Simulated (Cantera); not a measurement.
## Reactions in the system H-I-Mg-O

Cantera with NASA thermochemical tables; ideal gases at 1 bar, condensed phases pure. Values are per mole of reaction as written; species without (g) are pure solids or liquids, kept so even where they would boil at 1 bar.

2 OH(g) + MgI2 = O2(g) + 2 HI(g) + Mg

```csv
T (K),ΔH° (kJ),ΔS° (J/K),ΔG° (kJ),log10 K,condensed phases
300,340.9,153.6,294.9,-51.34,"MgI2(s), Mg(s)"
723,331.8,134.4,234.6,-16.95,"MgI2(s), Mg(s)"
823,330.0,132.0,221.3,-14.05,"MgI2(s), Mg(s)"
923,298.8,97.5,208.8,-11.81,"MgI2(l), Mg(s)"
1023,304.5,103.9,198.2,-10.12,"MgI2(l), Mg(l)"
1123,301.9,101.4,188.0,-8.74,"MgI2(l), Mg(l)"
1223,299.3,99.3,177.9,-7.60,"MgI2(l), Mg(l)"
```
